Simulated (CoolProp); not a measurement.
Properties of dimethyl ether at several states (Tc = 400.4 K, pc = 5337 kPa, ω = 0.196).

The numbers come from the reference Helmholtz-energy equation of state, Wu 2011 in CoolProp.

```csv
T (K),p (kPa),phase,density (kg/m³),speed of sound (m/s),Joule-Thomson coefficient (K/MPa),expansivity (1/kK),viscosity (µPa s),fugacity coefficient
168.2,2910,liquid,[?],1616,-0.4234,1.441,[?],0.0001571
492.4,214,gas,2.426,310.6,4.965,2.080,15.6,0.9925
270,62,gas,1.293,[?],34.83,3.935,8.51,0.9842
341.5,960,gas,[?],[?],16.54,4.469,10.7,0.8934
522.4,1720,gas,19.18,308.9,[?],[?],17.3,0.9519
230.8,1980,liquid,760.7,1256,-0.3625,1.716,264,[?]
```

Task: Some entries are withheld; supply them.

Result: 
- 168.2, density (kg/m³): 839.5
- 168.2, viscosity (µPa s): 927
- 270, speed of sound (m/s): 234.5
- 341.5, density (kg/m³): 17.68
- 341.5, speed of sound (m/s): 239.6
- 522.4, Joule-Thomson coefficient (K/MPa): 4.313
- 522.4, expansivity (1/kK): 2.255
- 230.8, fugacity coefficient: 0.02317

Viscosity comes from a separate model (Meng 2012).
